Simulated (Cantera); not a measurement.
# Carbon deposition, reforming and gasification: CO + O2 + H2O

Charge: 1 mol CO, 0.025 mol O2, 1.2 mol H2O, equilibrated at 1750 K and 4600 Pa.

Method: chemical equilibrium by Gibbs-energy minimisation in Cantera with the NASA 1993 tables (ideal gas, pure condensed phases). Candidate condensed phases: C, C6H6, C7H8, C8H18, H2O; 110 gas species. The numbers say what is thermodynamically allowed, not how fast it happens.

| Item | Value |
|---|---|
| x(H2O) | 0.386 |
| x(CO) | 0.272 |
| x(CO2) | 0.182 |
| x(H2) | 0.159 |
| x(H) | 0.000433 |
| x(OH) | 6.15e-5 |
| gas amount | 2.201 mol |
| log10 activity of C(graphite) (absent) | -5.72 |
